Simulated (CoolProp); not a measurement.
Diethyl ether at several states: fugacity coefficient from the reference equation and from simpler models built on Tc = 467.9 K, pc = 3.717 MPa, ω = 0.282; each cubic takes its own stable root.

Values from CoolProp's reference Helmholtz-energy equation of state, Thol 2014.

| T (K) | p (MPa) | phase | reference |
|---|---|---|---|
| 527 | 0.0224 | gas | 0.9987 |
| 339.1 | 0.805 | liquid | 0.3211 |
| 525.8 | 0.36 | gas | 0.9785 |
| 323.5 | 0.253 | liquid | 0.6430 |
| 357.9 | 6.57 | liquid | 0.07819 |

Question: How far does each simpler model (van der Waals, Soave-Redlich-Kwong) lie from the reference over these 5 states: mean and median of the absolute difference, and the worst?

Answer: 
- van der Waals: mean 75.6 %, median 48.1 %, worst +168.8 % at 339.1 K and 0.805 MPa
- Soave-Redlich-Kwong: mean 1.1 %, median 0.4 %, worst +3.8 % at 357.9 K and 6.57 MPa

At some of these states van der Waals gives the other phase, because its saturation line lies elsewhere.
